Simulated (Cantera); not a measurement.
A closed system holds: 1 mol Al(CH3)3, 0.24 mol O2, 2.4 mol N2, 0.0016 mol CO2, held at 10000 Pa.

Method: chemical equilibrium by Gibbs-energy minimisation in Cantera with the NASA 1993 tables (ideal gas, pure condensed phases). Candidate condensed phases: Al, AlN, Al2O3, C, C6H6, C7H8, C8H18, H2O; 148 gas species. The feed counts by its element totals alone. Mutual solubility and eutectic melting of coexisting phases are not modelled. Rates play no part.

### Question
Which condensed phases are stable at each of these points (T (K)): 1348, 1373, 1398, 1423, 1448, 1473, 1498, 1523, 1548, 1573, 1598?

### Answer
| T (K) | condensed phases | Al condensed (%) |
|---|---|---|
| 1348 | AlN(s) + Al2O3(s) + C(graphite) | 100.0 |
| 1373 | AlN(s) + Al2O3(s) + C(graphite) | 100.0 |
| 1398 | AlN(s) + Al2O3(s) + C(graphite) | 100.0 |
| 1423 | AlN(s) + Al2O3(s) + C(graphite) | 100.0 |
| 1448 | AlN(s) + Al2O3(s) + C(graphite) | 100.0 |
| 1473 | AlN(s) + Al2O3(s) + C(graphite) | 100.0 |
| 1498 | AlN(s) + Al2O3(s) + C(graphite) | 100.0 |
| 1523 | AlN(s) + Al2O3(s) + C(graphite) | 100.0 |
| 1548 | AlN(s) + C(graphite) | 100.0 |
| 1573 | AlN(s) + C(graphite) | 100.0 |
| 1598 | AlN(s) + C(graphite) | 100.0 |

From 1348 K to 1523 K the condensed part is AlN(s) + Al2O3(s) + C(graphite). From 1548 K to 1598 K the condensed part is AlN(s) + C(graphite).
